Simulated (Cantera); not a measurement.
Cantera run:

```python
import numpy as np
import cantera as ct

gas_names = """
    H H2 H2S N NH NH2 NH3 N2 N2H2 N2H4 Ni NiS S SH SN S2 S8
""".split()
cond_names = """
    Ni(cr) Ni(L) NiS(b) NiS(a) NiS(L) NiS2(s) NiS2(L) Ni3S2(I) Ni3S2(II) Ni3S2(L) Ni3S4(s) S(cr1) S(cr2)
    S(L)
""".split()


# ... load() reads the species with a 1 bar reference pressure and builds the phases ...
atoms = {
    'NiS': {'Ni': 1, 'S': 1},
    'H2': {'H': 2},
    'N2': {'N': 2},
}
top_T = {'Ni3S4(s)': 620}  # K; cautious upper limits of use, not melting points


# ... equilibrate(T, P, feed) seeds the gas with the atoms and calls Mixture.equilibrate('TP', solver="vcs", rtol=1e-11, max_steps=5000) ...
results = []
feed = {'NiS': 1, 'H2': 18, 'N2': 17}  # mol
T = 875  # K
P = 101325  # Pa
mix = equilibrate(T, P, feed)
results.append((T, P, feed, dict(zip(mix.species_names, mix.species_moles))))
x = sorted(zip(gas.X, gas.species_names), reverse=True)
print(f"T = {T:g} K  P = {P:g} Pa  gas = {mix.phase_moles(0):.4g} mol")
print("   x: " + "  ".join(f"{s} {v:.3e}" for v, s in x if v > 0.0001))
print("   condensed (mol): " + ("  ".join(f"{mix.phase(i).name} {mix.phase_moles(i):.4g}"
      for i in range(1, mix.n_phases) if mix.phase_moles(i) > 1e-12) or "none"))
```

It prints:

```
T = 875 K  P = 101325 Pa  gas = 34.99 mol
   x: H2 5.044e-01  N2 4.857e-01  H2S 9.527e-03  NH3 3.771e-04
   condensed (mol): Ni3S2(II) 0.3333
```

Method: chemical equilibrium by Gibbs-energy minimisation in Cantera with the NASA 1993 tables (ideal gas, pure condensed phases).
